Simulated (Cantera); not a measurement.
Feed: 1 mol C₂F₆, 0.2 mol HCl, 0.66 mol H₂, at 2123.15 K.

Equilibrium computed with Cantera from the NASA thermochemical tables; the gas is ideal and each condensed phase is pure. Candidate condensed phases: C, C₆H₆, C₇H₈, C₈H₁₈; 118 gas species. The feed counts by its element totals alone. Gases not in the tables: C₂F₆ and larger saturated fluorocarbons. Kinetics and transport are ignored.

log p: log10 of the partial pressure in bar; n: condensed amount in mol.

```
P (Pa)  log p F  log p HF  log p CF₄  log p CF₂  log p Cl  log p HCl   log p CF₃  n C(graphite)
------  -------  --------  ---------  ---------  --------  ---------  ----------  -------------
1         -5.15     -5.61     -10.75      -6.91     -6.49      -9.99  (withheld)           1.89
5.20      -4.47     -4.87      -8.02      -5.55     -5.75      -9.20  (withheld)           1.65
27        -3.88     -4.10      -5.64      -4.36     -4.98      -8.26  (withheld)           1.08
140       -3.44     -3.29      -3.91      -3.49     -4.17      -7.06  (withheld)          0.658
720       -3.17     -2.49      -2.79      -2.93     -3.37      -5.74  (withheld)          0.680
3700      -2.95     -1.73      -1.93      -2.50     -2.62      -4.45  (withheld)          0.768
19000     -2.76     -1.01      -1.17      -2.12     -1.92      -3.21  (withheld)          0.822
100000    -2.57     -0.28      -0.42      -1.75     -1.27      -2.03  (withheld)          0.845
```

Task: Fill in the missing entries.

Result: 
- 1, log p CF₃: -10.26
- 5.20, log p CF₃: -8.22
- 27, log p CF₃: -6.43
- 140, log p CF₃: -5.13
- 720, log p CF₃: -4.29
- 3700, log p CF₃: -3.65
- 19000, log p CF₃: -3.07
- 100000, log p CF₃: -2.51
